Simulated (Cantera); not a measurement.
Cantera run, input and output.

```python
import numpy as np
import cantera as ct

gas = ct.Solution("h2o2.yaml")
gas.TPX = 1350, 1333, {'H2': 0.33, 'O2': 1}
inlet = ct.Reservoir(gas, clone=True)

reactor = ct.IdealGasConstPressureReactor(gas, energy="off", clone=False)
exhaust = ct.Reservoir(gas, clone=True)
tau = [5.2, 1.7, 0.58, 0.19, 0.064, 0.021, 0.007, 0.0023, 0.00077, 0.00026][0]
for a, b in ((inlet, reactor), (reactor, exhaust)):
    ct.MassFlowController(a, b, mdot=lambda t: reactor.mass / tau)
net = ct.ReactorNet([reactor])
show = ['H2', 'O2', 'H2O', 'HO2', 'H2O2']

rows = []
print(f"{'tau/s':>10s}{'T/K':>9s}" + "".join(f"{s:>11s}" for s in show))
for tau in [5.2, 1.7, 0.58, 0.19, 0.064, 0.021, 0.007, 0.0023, 0.00077, 0.00026]:
    net.initial_time = 0.0
    net.advance(30 * tau)
    before = gas.X
    net.advance(40 * tau)
    drift = np.max(np.abs(gas.X - before) / (gas.X + 1e-9))
    rows.append([gas.T, *gas[show].X, drift])
    print(f"{tau:10.3e}{gas.T:9.1f}" + "".join(f"{x:11.3e}" for x in gas[show].X))
```

Result:

```
     tau/s      T/K         H2         O2        H2O        HO2       H2O2
 5.200e+00   1350.0  3.296e-04  7.143e-01  2.810e-01  1.971e-06  1.112e-07
 1.700e+00   1350.0  6.881e-04  7.123e-01  2.794e-01  3.193e-06  1.596e-07
 5.800e-01   1350.0  1.382e-03  7.087e-01  2.766e-01  4.635e-06  2.171e-07
 1.900e-01   1350.0  2.792e-03  7.013e-01  2.706e-01  6.130e-06  2.821e-07
 6.400e-02   1350.0  5.311e-03  6.877e-01  2.589e-01  7.194e-06  3.339e-07
 2.100e-02   1350.0  9.339e-03  6.646e-01  2.374e-01  7.522e-06  3.503e-07
 7.000e-03   1350.0  1.410e-02  6.383e-01  2.103e-01  7.174e-06  3.317e-07
 2.300e-03   1350.0  2.008e-02  6.230e-01  1.875e-01  6.739e-06  3.216e-07
 7.700e-04   1350.0  3.209e-02  6.245e-01  1.680e-01  6.428e-06  3.442e-07
 2.600e-04   1350.0  6.175e-02  6.430e-01  1.388e-01  5.947e-06  3.743e-07
```

Model: the H2/O2 subset of GRI-Mech 3.0, which has no nitrogen chemistry, integrated in Cantera. Radical loss at walls, strong at low pressure, is not modelled. The temperature is held fixed by assumption; the heat of reaction is taken as removed at once.
